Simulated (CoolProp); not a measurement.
A simple Rankine cycle with sulfur dioxide: condensing at 323.15 K, boiler at 2.13 MPa, turbine inlet 510.5 K, turbine efficiency 0.85, pump efficiency 0.8, no recuperator. Each further row changes one setting.

Model: reference Helmholtz-energy equation of state, Gao 2016, in CoolProp.

| case | thermal efficiency (%) | net work (kJ/kg) | heat in (kJ/kg) | turbine exit temperature (K) | volume ratio over the turbine |
|---|---|---|---|---|---|
| as stated | 9.7 | 44.5 | 461 | 438.3 | 2.21 |
| condensing temperature 315.15 K | 11.5 | 54.5 | 472 | 422.3 | 2.69 |
| boiler pressure 1.49 MPa | 6.2 | 28.9 | 466 | 465.7 | 1.63 |
| turbine efficiency 0.75 | 8.5 | 39.1 | 461 | 445.6 | 2.25 |
